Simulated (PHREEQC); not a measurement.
**Metal-bearing waste water**

Make-up at 8.5 °C and 300 atm: 0.0019 mol/kgw CdCl2, 3.1e-05 mol/kgw ZnCl2, 0.0024 mol/kgw NaHCO3 and 0.057 mol/kgw NaCl. Closed to the air; pH follows from the charge balance.

Computed with PHREEQC (ion-association model, wateq4f.dat).

No solid was allowed to form.

### Question
What pH does the model give?

### Answer
pH 7.90.

### Question
In which forms is C present?

### Answer
HCO3- 94 %, CO2 2.3 %, NaHCO3 2.1 %, CdHCO3+ 0.7 % of the C.

Species that the database lacks are ignored. Under pressure, the constants of complexes without a molar volume in the database are unreliable. Constants without temperature data keep their 25 °C values here. The database's zinc carbonate complexes are estimates, stronger than later reviews accept.
